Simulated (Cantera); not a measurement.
Input: 1 mol FeCl3, 0.24 mol O2, 34 mol H2, 0.34 mol H2O, at 1052 °C and 10.0 mbar.

These are equilibrium values from Cantera (NASA tables, ideal gas, pure condensed phases), not measurements of a reactor. Candidate condensed phases: Fe, FeCl2, FeCl3, FeO, Fe(OH)2, Fe(OH)3, Fe2O3, Fe3O4, H2O; 22 gas species. Equilibrium is a limit: real reactors are often held back by kinetics, nucleation or transport.

Problem. What is the equilibrium state?

Solution. 
```
Property                                  Result
-------------------------------------  ---------
x(H2)                                      0.897
x(HCl)                                    0.0768
x(H2O)                                    0.0229
x(FeCl2)                                 0.00344
x(H)                                     1.55e-5
x(Cl)                                    1.11e-6
n(Fe(γ))                               0.877 mol
gas amount                             35.84 mol
log10 activity of FeCl2(l) (absent)        -4.51
log10 activity of Fe(OH)2(s) (absent)     -10.15
log10 activity of Fe(OH)3(s) (absent)     -17.62
```
